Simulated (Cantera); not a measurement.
**CHF₃ + H₂ + F₂ (fluorocarbon and chlorocarbon gases)**

Charge: 1 mol CHF₃, a varied amount of H₂, 0.026 mol F₂, held at 750 K and 0.100 bar.

These are equilibrium values from Cantera (NASA tables, ideal gas, pure condensed phases), not measurements of a reactor. Candidate condensed phases: C, C₆H₆, C₇H₈, C₈H₁₈; 95 gas species. Condensed phases not in the tables: fluorocarbon polymer. Gases not in the tables: C₂F₆ and larger saturated fluorocarbons. The numbers say what is thermodynamically allowed, not how fast it happens.

From 0.044 mol H₂ to 1.8 mol H₂ the condensed part is C(graphite). The main C-bearing gas is CF₄ at 0.044 mol H₂ and CH₄ at 1.8 mol H₂. The share of C in condensed phases is highest at 0.98 mol H₂ (97.7 %) and lowest at 0.044 mol H₂ (50.9 %).

```csv
n(H₂) (mol),x HF,x CF₄,x H₂,x CH₄,x H₂F₂,n C(graphite)
0.044,0.689,0.311,2.15e-11,<1e-12,6.09e-6,0.509
0.082,0.711,0.289,2.38e-11,<1e-12,6.49e-6,0.528
0.15,0.748,0.252,2.82e-11,<1e-12,7.18e-6,0.562
0.28,0.807,0.193,3.75e-11,<1e-12,8.36e-6,0.627
0.53,0.893,0.107,6.14e-11,<1e-12,1.02e-5,0.752
0.98,0.992,0.00771,2.84e-10,<1e-12,1.26e-5,0.977
1.8,0.806,<1e-12,0.183,0.0107,8.34e-6,0.959
```
x: gas mole fraction; n: condensed amount in mol.
